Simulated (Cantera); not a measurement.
A jet of H2 : O2 : N2 = 0.016 : 0.19 : 0.79 (molar parts) at 300 K and 0.0967 atm hits a platinum plate 2.1 cm away at a mass flux of 0.025 kg/m²/s; the plate temperature is set and raised in steps from an oxygen-covered start.

Cantera simulation using Deutschmann's 1995 Pt surface mechanism with GRI-Mech 3.0 gas chemistry; the numbers are that mechanism's predictions, not measurements. Catalytic surfaces can have several steady states; this one follows from the mechanism file's or the stated starting coverage.

x: mole fraction at the wall; θ: surface coverage.

| plate T (K) | wall x H2 | wall x O2 | wall x H2O | wall x OH | θ free Pt | θ O* | θ OH* |
|---|---|---|---|---|---|---|---|
| 700 | 0.00248 | 0.177 | 0.0254 | <1e-8 | 0.0327 | 0.966 | 0.00177 |
| 750 | 0.00186 | 0.176 | 0.0264 | <1e-8 | 0.0476 | 0.951 | 0.00156 |
| 800 | 0.00125 | 0.176 | 0.0274 | <1e-8 | 0.0772 | 0.921 | 0.00149 |
| 850 | 0.000856 | 0.175 | 0.0280 | [?] | 0.120 | 0.878 | 0.00142 |
| 900 | 0.000625 | 0.175 | 0.0283 | [?] | 0.173 | 0.825 | 0.00133 |
| 950 | 0.000486 | 0.175 | 0.0285 | [?] | 0.233 | 0.766 | 0.00121 |
| 1000 | 0.000398 | 0.175 | 0.0285 | [?] | 0.296 | 0.703 | 0.00109 |

Fill in the missing entries.


- 850, wall x OH: 1.22e-8
- 900, wall x OH: 3.74e-8
- 950, wall x OH: 1.03e-7
- 1000, wall x OH: 2.55e-7
